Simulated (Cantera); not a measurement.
Charge: 1 mol BF₃, 0.15 mol NH₃, held at 1675 K and 10000 Pa.

Cantera equilibrium calculation (NASA polynomials, part measured and part estimated; ideal gas, pure solids and liquids). Candidate condensed phases: B, BN; 31 gas species. The tables' values for BF₂ are old estimates; treat these amounts as uncertain. Equilibrium is a limit: real reactors are often held back by kinetics, nucleation or transport.

Base state: BF₃ 0.736, H₂ 0.154, N₂ 0.0572, HF 0.0269, BF₂ 0.0168, BHF₂ 0.00889, BF 0.000590, H 0.000144 (mole fractions); condensed: gas only.

**Question.** What changes in the equilibrium state with this change: NH₃ from 0.15 to 0.54 mol?

**Answer.** 
```tsv
species	before	after
BF₃	0.736	0.452
H₂	0.154	0.363
N₂	0.0572	0.126
BF₂	0.0168	0.0107
HF	0.0269	0.0400
H	0.000144	0.000221
BF	0.000590	0.000387
BHF₂	0.00889	0.00867
BN(s), mol	0	0.0139
```

**Question.** What changes in the equilibrium state with this change: BF₃ replaced by BCl₃?

**Answer.** 
```csv
species,before,after
BCl₃,0,0.652
HCl,0,0.329
H₂,0.154,0.00784
BF₃,0.736,0
HF,0.0269,0
BF₂,0.0168,0
N₂,0.0572,0.00359
BHF₂,0.00889,0
BCl₂,0,0.00574
Cl,0,0.00106
BF,0.000590,0
"BN(s), mol",0,0.141
```
The tables' values for BCl₂, BCl are old estimates; treat these amounts as uncertain. Gases not in the tables: BHCl₂. Further candidate phases: NH₄Cl.
